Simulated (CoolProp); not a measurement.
R227EA at several states: Z from the reference equation and from simpler models built on Tc = 101.8 °C, pc = 2.925 MPa, ω = 0.358; each cubic takes its own stable root.

Values from CoolProp's reference Helmholtz-energy equation of state, Lemmon 2016.

| T (°C) | p (MPa) | phase | reference | van der Waals | Redlich-Kwong | Soave-Redlich-Kwong | Peng-Robinson |
|---|---|---|---|---|---|---|---|
| -51.05 | 0.16 | liquid | 0.008883 | 0.9426 | 0.01011 | ? | ? |
| -35.05 | 2.61 | liquid | ? | 0.2287 | 0.1574 | 0.1506 | 0.1336 |
| -40.95 | 0.0654 | liquid | ? | ? | 0.9707 | ? | 0.003417 |

Q: Complete the blanks.

A: 
- -51.05, Soave-Redlich-Kwong: 0.009681
- -51.05, Peng-Robinson: 0.008586
- -35.05, reference: 0.1388
- -40.95, reference: 0.003542
- -40.95, van der Waals: 0.9795
- -40.95, Soave-Redlich-Kwong: 0.003856

At some of these states van der Waals, Redlich-Kwong gives the other phase, because its saturation line lies elsewhere.
